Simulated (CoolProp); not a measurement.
Computed with CoolProp (reference Helmholtz-energy equation of state, de Reuck 1990).

Problem. For fluorine, give the phase and the speed of sound (m/s), Joule-Thomson coefficient (K/MPa) at 127.3 K and 2320 kPa; 124.9 K and 18.9 kPa.

Solution. 
- 127.3 K and 2320 kPa: gas; speed of sound 167, Joule-Thomson coefficient 10.7
- 124.9 K and 18.9 kPa: gas; speed of sound 195, Joule-Thomson coefficient 11.0
